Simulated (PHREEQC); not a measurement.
# Copper plating or etch bath (model solution)

Make-up at 25 °C: 8.2 mmol/kgw CuCl2 and 0.19 mmol/kgw FeCl3. Closed to the air; pH follows from the charge balance.

Equilibrium calculation in PHREEQC: ion-association model, phreeqc.dat.

```json
{
 "pH": "3.63",
 "ionic_strength": "0.0249 mol/kgw",
 "specific_conductance": "1950 µS/cm",
 "total_alkalinity": "-0.380 meq/kg"
}
```

```tsv
species	molality	activity	log γ
Cl-	0.0168	0.0144	-0.067
Cu+2	0.00799	0.00454	-0.245
H+	0.000268	0.000236	-0.055
CuCl+	0.000205	0.000176	-0.067
FeOH+2	9.51e-5	5.28e-5	-0.256
Fe(OH)2+	8.54e-5	7.39e-5	-0.063
Fe+3	6.03e-6	1.93e-6	-0.494
FeCl+2	1.51e-6	8.38e-7	-0.256
CuCl2	1.35e-6	1.35e-6	0.002
Fe2(OH)2+4	8.43e-7	7.50e-8	-1.051
CuOH+	2.24e-7	1.92e-7	-0.067
FeCl2+	6.23e-8	5.38e-8	-0.064
Fe3(OH)4+5	5.08e-8	1.16e-9	-1.642
```

This is a speciation only: nothing precipitates in the calculation. The solution is supersaturated, for example in Fe(OH)3(a), Hematite (slow to form), so a real one may precipitate; this is no full list.
